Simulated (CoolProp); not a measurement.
Properties of hydrogen chloride along the isotherm 670 K.

The numbers come from the reference Helmholtz-energy equation of state, Thol 2018 in CoolProp.

| p (kPa) | phase | density (kg/m³) | cp (kJ/(kg K)) | Joule-Thomson coefficient (K/MPa) | isothermal compressibility (1/MPa) |
|---|---|---|---|---|---|
| 1250 | gas | 8.216 | 0.8283 | 3.235 | 0.8032 |
| 2490 | gas | 16.43 | 0.8377 | 3.152 | 0.4047 |
| 3740 | gas | 24.77 | 0.8472 | 3.069 | 0.2703 |
| 4990 | gas | 33.16 | 0.8567 | 2.986 | 0.2031 |
| 6240 | gas | 41.61 | 0.8661 | 2.904 | 0.1628 |
| 7480 | gas | 50.03 | 0.8754 | 2.823 | 0.1360 |
| 8730 | supercritical | 58.55 | 0.8847 | 2.743 | 0.1167 |
| 9980 | supercritical | 67.11 | 0.8938 | 2.664 | 0.1022 |
| 11200 | supercritical | 75.48 | 0.9026 | 2.587 | 0.09108 |
| 12500 | supercritical | 84.43 | 0.9119 | 2.508 | 0.08160 |
